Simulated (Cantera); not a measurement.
Charge: 1 mol C3H6, 0.21 mol NH3, 2.3 mol N2, at 2400 Pa.

These are equilibrium values from Cantera (NASA tables, ideal gas, pure condensed phases), not measurements of a reactor. Candidate condensed phases: C, C6H6, C7H8, C8H18; 92 gas species. The numbers say what is thermodynamically allowed, not how fast it happens.

### Question
At 2000 K, list the 6 most abundant gas species with their mole fractions, and the condensed phases.

### Answer
H2 0.569, N2 0.415, H 0.00792, HCN 0.00717, C2H2 (acetylene) 0.000437, HNC 0.000407. Condensed: C(graphite).
